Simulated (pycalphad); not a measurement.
**Effect of Si content in Al-Si-Fe**

All values are pycalphad results on the COST 507 light-alloy database (1999) (1 atm), not direct measurements. These are 1990s assessments: newer ones move some temperatures and phases. Amounts are mole fractions of atoms.

```json
[
 {"alloy": "Al-1.843Si-4.109Fe (wt.%)", "liquidus (°C)": "…", "first solid": "AL13FE4", "solidus (°C)": "…", "phases at 427 °C": "…"},
 {"alloy": "Al-5.53Si-4.103Fe (wt.%)", "liquidus (°C)": "707", "first solid": "AL13FE4", "solidus (°C)": "576", "phases at 427 °C": "fcc 0.83, ALFESI_BETA 0.14, diamond (Si) 0.03"},
 {"alloy": "Al-7.375Si-4.1Fe (wt.%)", "liquidus (°C)": "695", "first solid": "ALFESI_ALPHA", "solidus (°C)": "576", "phases at 427 °C": "fcc 0.82, ALFESI_BETA 0.14, diamond (Si) 0.05"},
 {"alloy": "Al-11.05Si-4.094Fe (wt.%)", "liquidus (°C)": "689", "first solid": "ALFESI_BETA", "solidus (°C)": "576", "phases at 427 °C": "fcc 0.78, ALFESI_BETA 0.14, diamond (Si) 0.09"},
 {"alloy": "Al-22Si-4.077Fe (wt.%)", "liquidus (°C)": "717", "first solid": "ALFESI_DELTA", "solidus (°C)": "576", "phases at 427 °C": "fcc 0.67, diamond (Si) 0.20, ALFESI_BETA 0.14"}
]
```

Some entries are withheld; supply them.


- Al-1.843Si-4.109Fe (wt.%), liquidus (°C): 736
- Al-1.843Si-4.109Fe (wt.%), solidus (°C): 619
- Al-1.843Si-4.109Fe (wt.%), phases at 427 °C: fcc 0.87, ALFESI_BETA 0.10, ALFESI_ALPHA 0.03

Database names, with the compositions (at.%) that they take in these runs: AL13FE4: Al 76 Fe 24 Si 0; ALFESI_ALPHA: Al 71-73 Fe 19 Si 8-10; ALFESI_BETA: Al 70 Si 15 Fe 15; ALFESI_DELTA: Al 55 Si 30 Fe 15.
